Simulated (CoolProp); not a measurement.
A single-stage vapour-compression cycle with R141b: evaporating at 329.15 K (dew point), condensing at 370.15 K (bubble point), superheat 5 K, subcooling 2 K, compressor efficiency 0.85, no pressure losses. Each further row changes one setting.

Model: reference Helmholtz-energy equation of state, Lemmon 2006, in CoolProp. It is a short technical equation, of lower accuracy than the large ones.

| case | cooling COP | pressure ratio | discharge temperature (K) | refrigerating effect (kJ/kg) | volumetric capacity (kJ/m³) |
|---|---|---|---|---|---|
| as stated | 5.87 | 2.89 | 375.8 | 167 | 1640 |
| evaporating temperature 334.15 K | 6.92 | 2.50 | 375.4 | 170 | 1920 |
| condensing temperature 365.15 K | 6.85 | 2.57 | 371.0 | 173 | 1700 |
| subcooling 7 K | 6.09 | 2.89 | 375.8 | 173 | 1700 |
| superheat 15 K | 5.94 | 2.89 | 385.8 | 175 | 1660 |
| compressor efficiency 0.75 | 5.18 | 2.89 | 379.6 | 167 | 1640 |
